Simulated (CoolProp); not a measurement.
Properties of diethyl ether at several states.

Computed with CoolProp (reference Helmholtz-energy equation of state, Thol 2014).

| T (°C) | p (bar) | phase | density (kg/m³) | cp (kJ/(kg K)) | cv (kJ/(kg K)) | isothermal compressibility (1/MPa) |
|---|---|---|---|---|---|---|
| 270.65 | 0.227 | gas | 0.3726 | 2.365 | 2.252 | 44.11 |
| 222.25 | 92.6 | supercritical | 429.6 | 3.270 | 2.261 | 0.03516 |
| 11.25 | 7.6 | liquid | 724.3 | 2.286 | 1.758 | 0.001743 |
| 21.85 | 93.9 | liquid | 723.4 | 2.292 | 1.763 | 0.001624 |
